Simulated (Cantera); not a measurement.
What does this Cantera script print?

```python
import numpy as np
import cantera as ct

gas = ct.Solution("gri30.yaml")


def delay(T, t_max=10):
    gas.TPX = T, 950000, {'CH4': 1, 'O2': 4.08, 'N2': 15.3}
    reactor = ct.IdealGasConstPressureReactor(gas, clone=False)
    net = ct.ReactorNet([reactor])
    net.rtol, net.atol = 1e-8, 1e-16
    while net.time < t_max:
        t_old, T_old = net.time, reactor.T
        net.step()
        if reactor.T > T + 400:  # ignition: a rise of 400 K
            return t_old + (T + 400 - T_old) / (reactor.T - T_old) * (net.time - t_old)
    return np.nan


taus = []
for T in [1100, 1150, 1200, 1250, 1300, 1350, 1400, 1450]:
    taus.append(delay(T))
    print(f"T0 = {T:6g} K   tau = {taus[-1]:.4e} s")
```

Result:

```
T0 =   1100 K   tau = 1.4347e-02 s
T0 =   1150 K   tau = 7.0966e-03 s
T0 =   1200 K   tau = 3.7032e-03 s
T0 =   1250 K   tau = 2.0147e-03 s
T0 =   1300 K   tau = 1.1346e-03 s
T0 =   1350 K   tau = 6.5879e-04 s
T0 =   1400 K   tau = 3.9341e-04 s
T0 =   1450 K   tau = 2.4127e-04 s
```

Computed with Cantera and GRI-Mech 3.0 (53 species, 325 reactions).
